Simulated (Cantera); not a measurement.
Mixture: 2.87 % CH₄, 13.7 % O₂, 76.6 % N₂, 6.88 % CO₂, equivalence ratio 0.42, at 1400000 Pa, adiabatic and at constant volume. Ignition delay is the time to a rise of 400 K.

Computed with Cantera and GRI-Mech 3.0 (53 species, 325 reactions). The pressure lies above the range GRI-Mech 3.0 was tuned for (to about 10 atm).

Question: Predict: delay at 1075 K; delay at 1125 K; delay at 1175 K; delay at 1225 K; delay at 1275 K; delay at 1325 K; apparent activation energy between 1225 and 1325 K.

Answer: 
```
Item                                                    Result
--------------------------------------------------  ----------
delay at 1075 K                                        20.2 ms
delay at 1125 K                                        9.62 ms
delay at 1175 K                                        4.90 ms
delay at 1225 K                                        2.64 ms
delay at 1275 K                                        1.48 ms
delay at 1325 K                                       0.858 ms
apparent activation energy between 1225 and 1325 K  150 kJ/mol
```
